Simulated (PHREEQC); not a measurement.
Make-up at 25 °C: 160 mmol/kgw NH4HS, 95 mmol/kgw HCl and 0.69 mmol/kgw MnCl2. Closed to the air; pH follows from the charge balance.

Equilibrium calculation in PHREEQC: ion-association model, wateq4f.dat.

This is a speciation only: nothing precipitates in the calculation.

### Question
Order these Mn species by the share of Mn that they hold, largest first: MnCl+, Mn+2, MnCl2.

### Answer
Mn+2 (88 %), MnCl+ (12 %), MnCl2 (0.26 %)

The pH is 6.62 and the ionic strength 0.162 mol/kgw. The polysulfide entries of wateq4f.dat were taken out for this run.
